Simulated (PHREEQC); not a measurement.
## Alkaline etch or developer

A solution holds 0.0053 mol/kgw TMAH, 0.00017 mol/kgw Na2SiO3 and 0.27 mol/kgw K3PO4, at 35 °C. Closed to the air; pH follows from the charge balance.

All values are PHREEQC results (ion-association model, phreeqc.dat), not measurements.

```
Quantity                 Result
-----------------  ------------
pH                        11.94
ionic strength     1.56 mol/kgw
activity of water         0.981
density             1.047 g/cm³
total alkalinity     546 meq/kg
```

```json
[
 {"species": "K+", "molality": "0.805", "activity": "0.461", "log γ": "-0.242"},
 {"species": "PO4-3", "molality": "0.243", "activity": "0.00152", "log γ": "-2.204"},
 {"species": "OH-", "molality": "0.0326", "activity": "0.0177", "log γ": "-0.266"},
 {"species": "HPO4-2", "molality": "0.0226", "activity": "0.00322", "log γ": "-0.847"},
 {"species": "(CH3)4N+", "molality": "0.00530", "activity": "0.00302", "log γ": "-0.245"},
 {"species": "KHPO4-", "molality": "0.00460", "activity": "0.00289", "log γ": "-0.201"},
 {"species": "Na+", "molality": "0.000337", "activity": "0.000260", "log γ": "-0.114"},
 {"species": "H3SiO4-", "molality": "0.000122", "activity": "6.93e-5", "log γ": "-0.245"},
 {"species": "H2SiO4-2", "molality": "4.79e-5", "activity": "7.52e-6", "log γ": "-0.804"},
 {"species": "NaHPO4-", "molality": "2.59e-6", "activity": "1.63e-6", "log γ": "-0.201"},
 {"species": "H4SiO4", "molality": "2.74e-7", "activity": "3.93e-7", "log γ": "0.156"},
 {"species": "H2PO4-", "molality": "9.03e-8", "activity": "5.68e-8", "log γ": "-0.201"}
]
```

This is a speciation only: nothing precipitates in the calculation. The ionic strength is past about 0.7 mol/kgw, beyond the range of this activity model, so the values are rough. (CH3)4N+ isn't in the database: it is added as a free cation with an ion size of 4 Å.
